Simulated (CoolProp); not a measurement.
Computed with CoolProp (reference Helmholtz-energy equation of state, Lemmon 2006). It is a short technical equation, of lower accuracy than the large ones.

**Question.** Give the vapour pressure (MPa), surface tension (mN/m), liquid viscosity (µPa s), liquid conductivity (mW/(m K)) of saturated C3F8 (R218) at 207.3, 214.8, 229.7 K.

**Answer.** 
```
T (K)  p (MPa)  surface tension (mN/m)  liquid viscosity (µPa s)  liquid conductivity (mW/(m K))
-----  -------  ----------------------  ------------------------  ------------------------------
207.3   0.0218                    14.0                       736                            69.7
214.8   0.0340                    13.1                       637                            67.7
229.7   0.0742                    11.3                       488                            63.8
```

Viscosity comes from a separate model (Huber 2003), an estimate that may be off by 10 % or more. Thermal conductivity comes from a separate model (Huber 2003), an estimate that may be off by 10 % or more. Surface tension comes from a separate correlation (Mulero 2012).
